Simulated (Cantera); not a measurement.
## Equilibrium for iron carbonyl, mercury and lead vapours: Fe(CO)₅ + H₂

Charge: 1 mol Fe(CO)₅, 0.07 mol H₂, at 1.00 bar.

Cantera equilibrium calculation (NASA polynomials, part measured and part estimated; ideal gas, pure solids and liquids). Candidate condensed phases: C, C₆H₆, C₇H₈, C₈H₁₈, Fe, Fe(CO)₅, FeO, Fe(OH)₂, Fe(OH)₃, Fe₂O₃, Fe₃O₄, H₂O; 114 gas species. Iron dissolves carbon and melts from about 1420 K in contact with it, which pure phases cannot show. Condensed phases not in the tables: cementite and carbon dissolved in iron. Equilibrium is a limit: real reactors are often held back by kinetics, nucleation or transport.

```json
[
 {"T (K)": "1123", "log p CO": "-0.03", "log p CO₂": "-1.28", "log p H₂": "-1.86", "log p H₂O": "-3.07", "log p CH₄": "-5.26", "n C(graphite)": "0.257", "n Fe(α)": "1.00", "n Fe(γ)": "0"},
 {"T (K)": "1148", "log p CO": "-0.02", "log p CO₂": "-1.44", "log p H₂": "-1.86", "log p H₂O": "-3.20", "log p CH₄": "-5.35", "n C(graphite)": "0.182", "n Fe(α)": "1.00", "n Fe(γ)": "0"},
 {"T (K)": "1173", "log p CO": "-0.02", "log p CO₂": "-1.59", "log p H₂": "-1.86", "log p H₂O": "-3.33", "log p CH₄": "-5.44", "n C(graphite)": "0.129", "n Fe(α)": "1.00", "n Fe(γ)": "0"},
 {"T (K)": "1198", "log p CO": "-0.01", "log p CO₂": "-1.74", "log p H₂": "-1.86", "log p H₂O": "-3.45", "log p CH₄": "-5.52", "n C(graphite)": "0.0924", "n Fe(α)": "0", "n Fe(γ)": "1.00"},
 {"T (K)": "1223", "log p CO": "-0.01", "log p CO₂": "-1.89", "log p H₂": "-1.86", "log p H₂O": "-3.57", "log p CH₄": "-5.60", "n C(graphite)": "0.0665", "n Fe(α)": "0", "n Fe(γ)": "1.00"},
 {"T (K)": "1248", "log p CO": "-0.01", "log p CO₂": "-2.03", "log p H₂": "-1.86", "log p H₂O": "-3.69", "log p CH₄": "-5.68", "n C(graphite)": "0.0483", "n Fe(α)": "0", "n Fe(γ)": "1.00"},
 {"T (K)": "1273", "log p CO": "-0.01", "log p CO₂": "-2.16", "log p H₂": "-1.86", "log p H₂O": "-3.80", "log p CH₄": "-5.75", "n C(graphite)": "0.0355", "n Fe(α)": "0", "n Fe(γ)": "1.00"},
 {"T (K)": "1298", "log p CO": "-0.01", "log p CO₂": "-2.29", "log p H₂": "-1.86", "log p H₂O": "-3.90", "log p CH₄": "-5.82", "n C(graphite)": "0.0263", "n Fe(α)": "0", "n Fe(γ)": "1.00"},
 {"T (K)": "1323", "log p CO": "-0.01", "log p CO₂": "-2.42", "log p H₂": "-1.86", "log p H₂O": "-4.00", "log p CH₄": "-5.89", "n C(graphite)": "0.0197", "n Fe(α)": "0", "n Fe(γ)": "1.00"},
 {"T (K)": "1348", "log p CO": "-0.01", "log p CO₂": "-2.54", "log p H₂": "-1.86", "log p H₂O": "-4.10", "log p CH₄": "-5.96", "n C(graphite)": "0.0150", "n Fe(α)": "0", "n Fe(γ)": "1.00"},
 {"T (K)": "1373", "log p CO": "-0.01", "log p CO₂": "-2.66", "log p H₂": "-1.86", "log p H₂O": "-4.20", "log p CH₄": "-6.02", "n C(graphite)": "0.0114", "n Fe(α)": "0", "n Fe(γ)": "1.00"},
 {"T (K)": "1398", "log p CO": "-0.01", "log p CO₂": "-2.77", "log p H₂": "-1.86", "log p H₂O": "-4.29", "log p CH₄": "-6.08", "n C(graphite)": "0.00885", "n Fe(α)": "0", "n Fe(γ)": "1.00"},
 {"T (K)": "1423", "log p CO": "-0.01", "log p CO₂": "-2.88", "log p H₂": "-1.86", "log p H₂O": "-4.38", "log p CH₄": "-6.14", "n C(graphite)": "0.00690", "n Fe(α)": "0", "n Fe(γ)": "1.00"},
 {"T (K)": "1448", "log p CO": "-0.01", "log p CO₂": "-2.98", "log p H₂": "-1.86", "log p H₂O": "-4.46", "log p CH₄": "-6.20", "n C(graphite)": "0.00542", "n Fe(α)": "0", "n Fe(γ)": "1.00"}
]
```
log p: log10 of the partial pressure in bar; n: condensed amount in mol.

From 1123 K to 1173 K the condensed part is C(graphite) + Fe(α). From 1198 K to 1448 K the condensed part is C(graphite) + Fe(γ).
